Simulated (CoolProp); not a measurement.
Vapour-liquid equilibrium of R13 (1) + isobutane (2) at -32.25 °C; x and y are mole fractions of (1).

Computed with CoolProp (multi-fluid Helmholtz-energy mixture model, Platzer 1990 and Bücker 2006; pair parameters Bell 2016). This equation is an older, rougher fit; its heat capacities, sound speeds and derivatives of the liquid may be far off and weren't checked against measurements.

```json
[
 {"x": "0.05", "bubble pressure, mixture model (kPa)": "104.5", "bubble pressure, Raoult's law (kPa)": "78.99", "y, mixture model": "…", "y, Raoult's law": "0.495"},
 {"x": "0.15", "bubble pressure, mixture model (kPa)": "212.9", "bubble pressure, Raoult's law (kPa)": "153.0", "y, mixture model": "0.816", "y, Raoult's law": "0.767"},
 {"x": "0.25", "bubble pressure, mixture model (kPa)": "302.2", "bubble pressure, Raoult's law (kPa)": "227.1", "y, mixture model": "0.878", "y, Raoult's law": "0.861"},
 {"x": "0.35", "bubble pressure, mixture model (kPa)": "…", "bubble pressure, Raoult's law (kPa)": "301.1", "y, mixture model": "0.909", "y, Raoult's law": "0.909"},
 {"x": "0.45", "bubble pressure, mixture model (kPa)": "…", "bubble pressure, Raoult's law (kPa)": "375.1", "y, mixture model": "0.928", "y, Raoult's law": "0.938"},
 {"x": "0.55", "bubble pressure, mixture model (kPa)": "499.3", "bubble pressure, Raoult's law (kPa)": "449.2", "y, mixture model": "0.942", "y, Raoult's law": "0.958"},
 {"x": "0.65", "bubble pressure, mixture model (kPa)": "554.9", "bubble pressure, Raoult's law (kPa)": "523.2", "y, mixture model": "0.954", "y, Raoult's law": "0.972"},
 {"x": "0.75", "bubble pressure, mixture model (kPa)": "611.7", "bubble pressure, Raoult's law (kPa)": "597.2", "y, mixture model": "0.966", "y, Raoult's law": "0.982"},
 {"x": "0.85", "bubble pressure, mixture model (kPa)": "…", "bubble pressure, Raoult's law (kPa)": "671.3", "y, mixture model": "0.978", "y, Raoult's law": "0.991"},
 {"x": "0.95", "bubble pressure, mixture model (kPa)": "…", "bubble pressure, Raoult's law (kPa)": "745.3", "y, mixture model": "…", "y, Raoult's law": "0.997"}
]
```

Task: Fill in the missing entries.

Result: 
- 0.05, y, mixture model: 0.607
- 0.35, bubble pressure, mixture model (kPa): 376.9
- 0.45, bubble pressure, mixture model (kPa): 441.2
- 0.85, bubble pressure, mixture model (kPa): 673.3
- 0.95, bubble pressure, mixture model (kPa): 743.1
- 0.95, y, mixture model: 0.992

The largest gap from Raoult's law is +39.2 % in bubble pressure, at x = 0.15. No azeotrope shows between x = 0.05 and 0.95.

Pair parameters are fitted to limited data, so mixtures are less certain than the pure fluids.
